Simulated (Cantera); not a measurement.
A perfectly stirred reactor is fed with CH4 : C2H6 : O2 : N2 = 1 : 0.22 : 3.64 : 13.7 (molar parts), equivalence ratio 0.76, at 0.330 bar; it is adiabatic with a 400 K inlet, and is followed from long to short residence time, starting on the burning branch (τ in s: 0.043, 0.016, 0.0057, 0.0021, 0.00075, 0.00027, 0.0001, 3.6e-05, 1.3e-05).

Detailed kinetics in Cantera: GRI-Mech 3.0 (53 species, 325 reactions).

Question: What does this change do: pressure from 0.330 bar to 1.01 bar?

Answer: 
```csv
quantity,before,after
"blow-out, bracketed by the residence times tried","burning at 0.270 ms, out at 0.100 ms","burning at 0.100 ms, out at 36.0 µs"
x(CH4) at τ = 43.0 ms,1.03e-5,7.25e-6
x(C2H6) at τ = 43.0 ms,5.08e-7,3.00e-7
x(O2) at τ = 43.0 ms,0.0478,0.0467
x(CH3) at τ = 43.0 ms,3.39e-6,2.75e-6
x(H2) at τ = 43.0 ms,0.00189,0.000591
x(CH4) at τ = 0.750 ms,0.000283,0.000127
x(C2H6) at τ = 0.750 ms,1.55e-5,7.06e-6
x(O2) at τ = 0.750 ms,0.0572,0.0519
x(CH3) at τ = 0.750 ms,5.94e-5,3.43e-5
x(H2) at τ = 0.750 ms,0.00754,0.00414
```
